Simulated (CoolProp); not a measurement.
R245fa at 293.15 K and 0.0705 MPa flows at 1.9 m/s in a round tube of 100 mm bore and 1.5 µm roughness, fully developed (64/Re and Nu = 3.66 if laminar; Colebrook and Gnielinski if turbulent). Each further row changes one setting.

Computed with CoolProp (reference Helmholtz-energy equation of state, Akasaka 2015).

```
case              Reynolds number  Darcy friction factor  pressure drop (Pa/m)  heat-transfer coefficient (W/(m² K))  mass flow (kg/h)
----------------  ---------------  ---------------------  --------------------  ------------------------------------  ----------------
as stated                   65200                 0.0198                  1.42                                  18.9               214
velocity 3.8 m/s           130000                 0.0171                  4.93                                  32.6               428
diameter 200 mm            130000                 0.0171                 0.614                                  16.3               856
```

Viscosity comes from a separate model (Bell 2016), an estimate that may be off by 10 % or more. Thermal conductivity comes from a separate model (Huber 2003), an estimate that may be off by 10 % or more.
